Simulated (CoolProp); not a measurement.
Vapour-liquid equilibrium of sulfur hexafluoride (1) + R113 (2) at 249.3 K; x and y are mole fractions of (1).

Model: multi-fluid Helmholtz-energy mixture model, Guder 2009 and Marx 1992; pair parameters Bell 2016, in CoolProp.

| x | bubble pressure, mixture model (bar) | bubble pressure, Raoult's law (bar) | y, mixture model | y, Raoult's law |
|---|---|---|---|---|
| 0.05 | 0.7478 | 0.3432 | 0.944 | 0.885 |
| 0.125 | 1.100 | 0.7958 | 0.962 | 0.954 |
| 0.2 | 1.211 | 1.248 | 0.966 | 0.973 |
| 0.275 | 1.295 | 1.701 | 0.969 | 0.982 |
| 0.35 | 1.419 | 2.154 | 0.972 | 0.988 |
| 0.425 | 1.610 | 2.606 | 0.977 | 0.991 |
| 0.5 | 1.889 | 3.059 | 0.983 | 0.993 |
| 0.575 | 2.275 | 3.512 | 0.988 | 0.995 |
| 0.65 | 2.785 | 3.964 | 0.992 | 0.996 |
| 0.725 | 3.422 | 4.417 | 0.996 | 0.997 |
| 0.8 | 4.164 | 4.870 | 0.998 | 0.998 |
| 0.875 | 4.949 | 5.322 | 0.999 | 0.999 |
| 0.95 | 5.675 | 5.775 | 1.000 | 1.000 |

The largest gap from Raoult's law is +117.9 % in bubble pressure, at x = 0.05. No azeotrope shows between x = 0.05 and 0.95.

The pair parameters rest on a limited set of measurements; away from them the model extrapolates. The gap from Raoult's law changes sign with composition, which may be real or a fault of the pair parameters; it wasn't checked against measurements. With so large a gap from Raoult's law the liquid may split in two, which this calculation doesn't test in full.
